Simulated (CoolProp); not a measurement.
Nitrous oxide along the isobar 2.33 MPa: density (kg/m³) from the reference equation and from simpler models built on Tc = 309.5 K, pc = 7.245 MPa, ω = 0.161; each cubic takes its own stable root.

The numbers come from the reference Helmholtz-energy equation of state, Lemmon 2006 in CoolProp. It is a short technical equation, of lower accuracy than the large ones.

```tsv
T (K)	phase	reference
207.7	liquid	1164
217	liquid	1134
226.3	liquid	1103
235.7	liquid	1070
245	liquid	1034
254.3	liquid	995.5
263.7	gas	60.62
273	gas	56.19
282.4	gas	52.66
291.7	gas	49.77
301	gas	47.30
310.4	gas	45.12
319.7	gas	43.22
329	gas	41.51
338.4	gas	39.94
```

Question: How far does each simpler model (van der Waals, Redlich-Kwong, Soave-Redlich-Kwong, Peng-Robinson) lie from the reference over these 15 states: mean and median of the absolute difference, and the worst?

Answer: 
- van der Waals: mean 24.3 %, median 5.6 %, worst -94.0 % at 254.3 K and 2.33 MPa
- Redlich-Kwong: mean 4.6 %, median 1.8 %, worst -12.3 % at 254.3 K and 2.33 MPa
- Soave-Redlich-Kwong: mean 3.5 %, median 1.0 %, worst -9.5 % at 254.3 K and 2.33 MPa
- Peng-Robinson: mean 2.2 %, median 1.1 %, worst +5.2 % at 207.7 K and 2.33 MPa

At some of these states van der Waals gives the other phase, because its saturation line lies elsewhere.
